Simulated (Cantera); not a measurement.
A freely propagating, adiabatic, planar premixed flame of C3H8 : O2 : N2 = 1 : 4.17 : 15.7 (molar parts), unburnt at 675 K and 0.560 bar; mixture-averaged transport, grid criteria slope 0.08 and curve 0.16, no radiation.

Detailed kinetics in Cantera: GRI-Mech 3.0 (53 species, 325 reactions). GRI-Mech 3.0 was tuned for natural gas; its chemistry of propane as a main component is partial and can be far from experiment. Burning velocities carry a grid error of a few per cent, more on coarse grids.

x: mole fraction of selected species; z is measured from the peak of heat release.

| z (mm) | T (K) | u (m/s) | x C3H8 | x O2 | x H | x C2H4 | x CO2 | x CH2O |
|---|---|---|---|---|---|---|---|---|
| -1.25 | 675 | 2.13 | 0.0479 | 0.199 | <1e-8 | 6.35e-7 | 1.19e-7 | 2.10e-7 |
| -0.836 | 676 | 2.14 | 0.0477 | 0.199 | 1.23e-8 | 1.43e-5 | 2.87e-6 | 4.62e-6 |
| -0.627 | 681 | 2.16 | 0.0475 | 0.197 | (withheld) | (withheld) | (withheld) | (withheld) |
| -0.418 | 716 | 2.29 | 0.0467 | 0.193 | 3.99e-6 | 0.000635 | 0.000148 | 0.000168 |
| -0.209 | 1020 | 3.38 | 0.0346 | 0.160 | 0.000181 | 0.00802 | 0.00243 | 0.00129 |
| -0.104 | 1410 | 4.86 | 0.0119 | 0.116 | 0.00137 | 0.0145 | 0.00754 | 0.00200 |
| 0 | 1800 | 6.38 | 0.000468 | 0.0664 | 0.00568 | 0.00619 | 0.0167 | 0.000970 |
| 0.104 | 2003 | 7.14 | 1.12e-6 | 0.0351 | 0.0110 | 0.000576 | 0.0278 | 0.000206 |
| 0.209 | 2063 | 7.35 | <1e-8 | 0.0208 | 0.0146 | 2.21e-5 | 0.0381 | 2.90e-5 |
| 0.418 | 2093 | 7.42 | <1e-8 | 0.0125 | 0.0173 | 2.09e-8 | 0.0516 | 2.25e-7 |
| 0.836 | 2122 | 7.49 | <1e-8 | 0.00989 | 0.0174 | <1e-8 | 0.0602 | <1e-8 |
| 1.67 | 2160 | 7.60 | <1e-8 | 0.00866 | 0.0156 | <1e-8 | 0.0629 | <1e-8 |
| 3.34 | 2212 | 7.76 | <1e-8 | (withheld) | (withheld) | <1e-8 | 0.0642 | <1e-8 |

Question: What belongs in the gaps?

Answer: 
- -0.627, x H: 1.75e-7
- -0.627, x C2H4: 7.24e-5
- -0.627, x CO2: 1.52e-5
- -0.627, x CH2O: 2.24e-5
- 3.34, x O2: 0.00730
- 3.34, x H: 0.0128
